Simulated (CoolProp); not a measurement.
Vapour-liquid equilibrium of R134a (1) + dimethyl ether (2) at 24.15 °C; x and y are mole fractions of (1).

The numbers come from the multi-fluid Helmholtz-energy mixture model, Tillner-Roth 1994 and Wu 2011; pair parameters Bell 2016 in CoolProp.

```
x      bubble pressure, mixture model (MPa)  bubble pressure, Raoult's law (MPa)  y, mixture model  y, Raoult's law
-----  ------------------------------------  -----------------------------------  ----------------  ---------------
0.05                                 0.5710                               0.5795                 …            0.056
0.125                                0.5655                               0.5850                 …            0.139
0.2                                       …                               0.5904                 …            0.220
0.275                                0.5613                               0.5959             0.276            0.299
0.35                                 0.5628                               0.6014             0.361            0.378
0.425                                0.5667                               0.6068             0.447            0.454
0.5                                       …                               0.6123             0.531            0.530
0.575                                0.5805                               0.6177             0.613            0.604
0.65                                 0.5900                               0.6232                 …            0.677
0.725                                0.6009                               0.6287                 …            0.748
0.8                                  0.6129                               0.6341             0.835            0.818
0.875                                0.6258                               0.6396             0.900            0.887
0.95                                 0.6394                               0.6451                 …            0.955
```

Question: Fill in the missing entries.

Answer: 
- 0.05, y, mixture model: 0.044
- 0.125, y, mixture model: 0.116
- 0.2, bubble pressure, mixture model (MPa): 0.5622
- 0.2, y, mixture model: 0.194
- 0.5, bubble pressure, mixture model (MPa): 0.5726
- 0.65, y, mixture model: 0.691
- 0.725, y, mixture model: 0.765
- 0.95, y, mixture model: 0.961

The largest gap from Raoult's law is -6.6 % in bubble pressure, at x = 0.425. y crosses x between x = 0.2 and 0.275: the model has an azeotrope there.

The pair parameters rest on a limited set of measurements; away from them the model extrapolates.
